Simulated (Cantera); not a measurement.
An isothermal, constant-pressure homogeneous reactor starts with 4.23 % CH4, 94.1 % H2, 1.69 % H, at 1250 K and 0.110 bar.

Model: GRI-Mech 3.0 (53 species, 325 reactions), integrated in Cantera. GRI-Mech 3.0 stops at C3 and has no aromatics, soot or wall deposition, so with more carbon than oxygen in the feed, carbon stays in small species such as C2H2 where larger ones or solid carbon would form.

x: mole fraction; the columns are a selection and need not sum to one.

```
t (s)      x CH4   x H2       x H     x CH2    x C2H2     x C2H    x C2H4
--------  ------  -----  --------  --------  --------  --------  --------
0.000100  0.0392  0.956   0.00200   6.79e-7   9.39e-6  5.76e-12   7.76e-5
0.000303  0.0405  0.958  0.000642   1.34e-7   1.38e-5  2.69e-12  0.000171
0.000920  0.0412  0.958         ?         ?         ?  1.29e-12         ?
0.00279   0.0414  0.958         ?         ?         ?    <1e-12         ?
0.00847   0.0414  0.958   2.45e-5  2.88e-10   3.75e-5    <1e-12  0.000472
0.0257    0.0414  0.958   9.02e-6  3.94e-11   4.88e-5    <1e-12  0.000509
0.0779    0.0415  0.958   4.08e-6  8.08e-12   6.36e-5    <1e-12  0.000520
0.236     0.0415  0.958   2.31e-6  2.59e-12   8.68e-5    <1e-12  0.000508
0.717     0.0415  0.958   1.74e-6  1.47e-12  0.000130    <1e-12  0.000467
2.17      0.0415  0.958   1.62e-6  1.28e-12  0.000217    <1e-12  0.000377
6.59      0.0415  0.958   1.50e-6  1.10e-12  0.000326    <1e-12  0.000264
20.0      0.0415  0.958   1.45e-6  1.03e-12  0.000367    <1e-12  0.000221
```

Problem. What belongs in the gaps?

Solution. 
- 0.000920, x H: 0.000214
- 0.000920, x CH2: 1.93e-8
- 0.000920, x C2H2: 1.98e-5
- 0.000920, x C2H4: 0.000291
- 0.00279, x H: 7.19e-5
- 0.00279, x CH2: 2.39e-9
- 0.00279, x C2H2: 2.78e-5
- 0.00279, x C2H4: 0.000399
